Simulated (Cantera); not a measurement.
Equilibrium for carbothermic reduction: MgO + C + H2 + CO

Feed: 1 mol MgO, 1.7 mol C, 0.11 mol H2, 6.1 mol CO, at 625 °C and 473 Torr.

Cantera equilibrium calculation (NASA polynomials, part measured and part estimated; ideal gas, pure solids and liquids). Candidate condensed phases: C, C6H6, C7H8, C8H18, H2O, Mg, MgCO3, MgO, Mg(OH)2; 116 gas species. The numbers say what is thermodynamically allowed, not how fast it happens.

- x(CO2) = 0.577
- x(CO) = 0.395
- x(H2) = 0.0172
- x(H2O) = 0.0108
- x(CH4) = 5.97e-5
- n(C(graphite)) = 4.00 mol
- n(MgO(s)) = 1.00 mol
- gas amount = 3.911 mol
- log10 activity of MgCO3(s) (absent) = -2.58
- log10 activity of Mg(s) (absent) = -17.62
